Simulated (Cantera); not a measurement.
Feed: 1 mol BN, 28 mol H2O, held at 2123 K and 3.90 Pa.

Method: chemical equilibrium by Gibbs-energy minimisation in Cantera with the NASA 1993 tables (ideal gas, pure condensed phases). Candidate condensed phases: B, BN, B2O3, B3O3H3, H2O; 39 gas species. Rates play no part.

Base state: H2O 0.373, H 0.229, H2 0.159, O 0.0676, O2 0.0672, OH 0.0663, HBO2 0.0190, N2 0.0119 (mole fractions); condensed: gas only.

What changes in the equilibrium state with this change: pressure from 3.90 Pa to 10.0 mbar?


```json
[
 {"species": "H2O", "before": "0.373", "after": "0.848"},
 {"species": "H2", "before": "0.159", "after": "0.0694"},
 {"species": "HBO2", "before": "0.0190", "after": "0.0327"},
 {"species": "H", "before": "0.229", "after": "0.00945"},
 {"species": "O", "before": "0.0676", "after": "0.00138"},
 {"species": "O2", "before": "0.0672", "after": "0.00717"},
 {"species": "OH", "before": "0.0663", "after": "0.0143"},
 {"species": "N2", "before": "0.0119", "after": "0.0167"},
 {"species": "BO", "before": "0.00126", "after": "3.93e-5"},
 {"species": "BO2", "before": "0.00407", "after": "0.000664"},
 {"species": "HBO", "before": "6.75e-5", "after": "2.22e-5"}
]
```
